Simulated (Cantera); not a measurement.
A jet of 1.50 % CH4, 7.06 % O2, 91.4 % N2 at 300 K and 0.188 atm hits a platinum plate 5.4 cm away at a mass flux of 0.14 kg/m²/s; the plate temperature is set and raised in steps from an oxygen-covered start.

Detailed kinetics in Cantera: Deutschmann's 1995 Pt surface mechanism with GRI-Mech 3.0 gas chemistry. Catalytic surfaces can have several steady states; this one follows from the mechanism file's or the stated starting coverage.

One state of this run: wall x CH4 = 0.00169; wall x O2 = 0.0425; wall x H2O = 0.0245; wall x OH = 2.58e-6; wall x CO = 3.58e-6; wall x CO2 = 0.0161; θ free Pt = 0.599; θ O* = 0.400; θ OH* = 0.000836. x: mole fraction at the wall; θ: surface coverage.

**Question.** Which value of plate T (K) does it belong to?
A. 1200
B. 1150
C. 1050
D. 1100

**Answer.** A, 1200
